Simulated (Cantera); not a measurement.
A freely propagating, adiabatic, planar premixed flame of CH4 : O2 : N2 = 1 : 1.82 : 5.27 (molar parts), unburnt at 523 K and 5.00 bar; mixture-averaged transport, grid criteria slope 0.08 and curve 0.16, no radiation.

Cantera simulation using GRI-Mech 3.0 (53 species, 325 reactions); the numbers are that mechanism's predictions, not measurements. Burning velocities carry a grid error of a few per cent, more on coarse grids.

Question: What does this change do: 0.16 parts H2 added?

Answer: 
```
quantity                     before      after
------------------------  ---------  ---------
laminar burning velocity  91.1 cm/s  97.8 cm/s
thermal thickness         0.0756 mm  0.0728 mm
peak x(HO2)                0.000303   0.000318
peak x(C2H4)                0.00109    0.00107
peak x(H)                   0.00672    0.00771
peak x(CH2CO)              0.000299   0.000293
```

Question: What does this change do: 0.13 parts H2 added?

Answer: 
```tsv
quantity	before	after
laminar burning velocity	91.1 cm/s	96.5 cm/s
thermal thickness	0.0756 mm	0.0732 mm
peak x(HO2)	0.000303	0.000315
peak x(C2H4)	0.00109	0.00108
peak x(H)	0.00672	0.00753
peak x(CH2CO)	0.000299	0.000293
```
